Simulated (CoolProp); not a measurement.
Saturation properties of nitrous oxide (Tc = 36.4 °C, pc = 72.45 bar, ω = 0.161).

Computed with CoolProp (reference Helmholtz-energy equation of state, Lemmon 2006). It is a short technical equation, of lower accuracy than the large ones.

| T (°C) | p (bar) | liquid density (kg/m³) | vapour density (kg/m³) | enthalpy of vaporisation (kJ/kg) | liquid cp (kJ/(kg K)) | surface tension (mN/m) |
|---|---|---|---|---|---|---|
| -85.35 | 1.216 | 1221 | 3.534 | 370.7 | 1.721 | 23.0 |
| -78.75 | 1.752 | 1201 | 4.963 | 363.1 | 1.728 | 21.5 |
| -72.15 | 2.455 | 1181 | 6.801 | 355.2 | 1.739 | 20.1 |
| -65.65 | 3.343 | 1161 | 9.085 | 347.0 | 1.752 | 18.6 |
| -59.05 | 4.476 | 1140 | 11.97 | 338.4 | 1.769 | 17.2 |
| -52.45 | 5.879 | 1118 | 15.51 | 329.4 | 1.791 | 15.8 |
| -45.95 | 7.559 | 1096 | 19.74 | 320.1 | 1.816 | 14.4 |
| -39.35 | 9.606 | 1072 | 24.92 | 310.0 | 1.848 | 13.0 |
| -32.75 | 12.04 | 1048 | 31.13 | 299.3 | 1.885 | 11.7 |
| -26.25 | 14.85 | 1023 | 38.42 | 288.1 | 1.931 | 10.3 |
| -19.65 | 18.16 | 996.6 | 47.23 | 275.9 | 1.988 | 9.05 |
| -13.05 | 21.98 | 968.5 | 57.75 | 262.6 | 2.060 | 7.78 |
| -6.55 | 26.29 | 939.0 | 70.14 | 248.4 | 2.151 | 6.57 |
| 0.05 | 31.26 | 906.8 | 85.30 | 232.6 | 2.274 | 5.37 |

It boils at -88.5 °C under 1 atm.

Surface tension comes from a separate correlation (Mulero 2012).
